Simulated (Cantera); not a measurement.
Charge: 1 mol TEOS, 0.66 mol O₂, 0.16 mol H₂, held at 13.3 mbar.

Equilibrium computed with Cantera from the NASA thermochemical tables; the gas is ideal and each condensed phase is pure. Candidate condensed phases: C, C₆H₆, C₇H₈, C₈H₁₈, H₂O, Si, SiC, SiO₂; 123 gas species. The feed counts by its element totals alone. The tables hold silica as quartz up to 1696 K and as liquid above; real silica turns to tridymite and cristobalite and melts near 1996 K. Rates play no part.

log p: log10 of the partial pressure in bar; n: condensed amount in mol.

```csv
T (K),log p H₂,log p CO,log p H₂O,log p CO₂,log p CH₄,log p H,n C(graphite),n SiO₂(α-quartz),n SiO₂(β-quartz),n SiC(s)
700,-2.03,-3.33,-2.72,-3.05,-3.13,<-13,6.31,1.00,0,0
900,-2.00,-2.50,-4.12,-4.26,-4.50,-10.93,4.78,0,1.00,0
1100,-2.00,-2.48,-5.53,-6.02,-5.44,-8.59,4.68,0,1.00,0
1300,-2.00,-2.48,(withheld),(withheld),(withheld),(withheld),4.68,0,1.000,0
1500,-2.06,-2.34,(withheld),(withheld),(withheld),(withheld),1.70,0,0,0.990
1700,-2.06,-2.34,-7.72,-8.53,-7.08,-4.86,1.72,0,0,0.978
1900,-2.06,-2.34,-8.15,-9.06,-7.37,-4.13,1.75,0,0,0.961
2100,-2.07,-2.35,-8.52,-9.49,-7.62,-3.54,1.79,0,0,0.924
```

Fill in the missing entries.


- 1300, log p H₂O: -6.52
- 1300, log p CO₂: -7.25
- 1300, log p CH₄: -6.10
- 1300, log p H: -6.96
- 1500, log p H₂O: -7.16
- 1500, log p CO₂: -7.86
- 1500, log p CH₄: -6.71
- 1500, log p H: -5.78
